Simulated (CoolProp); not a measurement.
Properties of methane at several states.

The numbers come from the reference Helmholtz-energy equation of state, Setzmann 1991 in CoolProp.

```
T (K)  p (MPa)          phase  Joule-Thomson coefficient (K/MPa)  expansivity (1/kK)  fugacity coefficient
-----  -------  -------------  ---------------------------------  ------------------  --------------------
531.7     20.8  supercritical                                [?]               2.112                   [?]
385.1   0.0346            gas                                [?]               2.599                0.9998
272.1     18.6  supercritical                                [?]                 [?]                0.6768
447.5    0.354            gas                              1.663               2.250                0.9993
```

Problem. Some entries are withheld; supply them.

Solution. 
- 531.7, Joule-Thomson coefficient (K/MPa): 0.5194
- 531.7, fugacity coefficient: 1.028
- 385.1, Joule-Thomson coefficient (K/MPa): 2.463
- 272.1, Joule-Thomson coefficient (K/MPa): 1.647
- 272.1, expansivity (1/kK): 7.912
